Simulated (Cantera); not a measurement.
An isothermal, constant-pressure homogeneous reactor starts with CH4 : H2 = 1 : 56 (molar parts), at 1575 K and 1.01 bar.

Cantera simulation using GRI-Mech 3.0 (53 species, 325 reactions); the numbers are that mechanism's predictions, not measurements. GRI-Mech 3.0 stops at C3 and has no aromatics, soot or wall deposition, so with more carbon than oxygen in the feed, carbon stays in small species such as C2H2 where larger ones or solid carbon would form.

One state of this run: x CH4 = 0.0144; x H2 = 0.984; x CH3 = 1.23e-5; x H = 4.12e-5; x C2H2 = 0.00133. x: mole fraction; the columns are a selection and need not sum to one.

Q: Which value of t (s) does it belong to?
A) 2.35
B) 0.000200
C) 0.0217
D) 0.141

A: A, 2.35
